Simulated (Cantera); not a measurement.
Feed: 1 mol HMDSO, 8.1 mol NO, 21 mol H2, held at 1250 K and 17000 Pa.

Equilibrium computed with Cantera from the NASA thermochemical tables; the gas is ideal and each condensed phase is pure. Candidate condensed phases: C, C6H6, C7H8, C8H18, H2O, Si, SiC, SiO2, Si2N2O, Si3N4; 151 gas species. The feed counts by its element totals alone. The tables hold silica as quartz up to 1696 K and as liquid above; real silica turns to tridymite and cristobalite and melts near 1996 K. Equilibrium is a limit: real reactors are often held back by kinetics, nucleation or transport.

Base state: H2 0.765, CO 0.130, N2 0.104, CH4 0.00109, H2O 0.000255, HCN 3.57e-5, CO2 2.77e-5 (mole fractions); condensed: C(graphite) + SiO2(β-quartz).

What changes in the equilibrium state with this change: temperature from 1250 K to 1500 K?


```csv
species,before,after
H2,0.765,0.754
CO,0.130,0.151
N2,0.104,0.0943
SiO,4.93e-9,5.19e-5
H,1.03e-6,3.71e-5
CH4,0.00109,5.64e-5
CO2,2.77e-5,1.13e-5
HCN,3.57e-5,6.39e-5
H2O,0.000255,0.000147
"C(graphite), mol",0.867,0
"SiO2(β-quartz), mol",2.00,1.40
"Si2N2O(s), mol",0,0.300
```
Mutual solubility and eutectic melting of coexisting phases are not modelled.
